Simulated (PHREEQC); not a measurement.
Consider water at 46 °C with 0.17 mol/kgw CdCl2, 0.00015 mol/kgw NaOH and 0.00085 mol/kgw HCl. Closed to the air; pH follows from the charge balance.

The numbers come from PHREEQC with the ion-association model, wateq4f.dat.

Q: The ionic strength comes out as 0.178 mol/kgw. What activity coefficients do Na+, Cl-, Cd+2, H+, CdCl3- get?

A: Na+ 0.74, Cl- 0.71, Cd+2 0.30, H+ 0.80, CdCl3- 0.74.

No solid was allowed to form. Species that the database lacks are ignored. Away from 25 °C the constants follow the database's enthalpies or fits; those with neither stay at their 25 °C values.
